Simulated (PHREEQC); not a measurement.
Solution A (0.027 mol CuSO4 per kg of water) is mixed with solution B (0.015 mol MnSO4, 0.00034 mol H3AsO4 and 0.19 mol HCl per kg of water) at 20 °C; shares are by mass of water, 1 kg in all. No oxygen is let in. No CO2 enters from the air. Only these solids could form: Pyrochroite, Cu(OH)2, Brochantite, Antlerite, Atacamite, Cu3(AsO4)2:6w, Mn3(AsO4)2:8H2O, Chalcanthite.

All values are PHREEQC results (ion-association model, wateq4f.dat), not measurements.

```csv
share of solution B,pH,Antlerite (mol),H3AsO4 (mol/kgw),Mn+2 (mol/kgw)
0,4.20,2.97e-5,0,0
0.1,1.96,0,2.10e-5,0.00109
0.2,___,0,5.27e-5,0.00231
0.3,1.43,0,8.60e-5,___
0.4,___,0,0.000120,0.00482
0.5,1.18,0,___,0.00605
0.6,___,0,0.000187,0.00725
0.7,1.02,0,___,0.00841
0.8,0.95,0,___,0.00955
0.9,0.90,0,0.000289,___
1,0.85,0,0.000323,0.0117
```

Problem. What belongs in the gaps?

Solution. 
- 0.2, pH: 1.63
- 0.3, Mn+2 (mol/kgw): 0.00356
- 0.4, pH: 1.29
- 0.5, H3AsO4 (mol/kgw): 0.000154
- 0.6, pH: 1.09
- 0.7, H3AsO4 (mol/kgw): 0.000221
- 0.8, H3AsO4 (mol/kgw): 0.000255
- 0.9, Mn+2 (mol/kgw): 0.0106

Complexes and solids missing from the database can't appear. The database has no arsenate complexes of Cu, Mn.
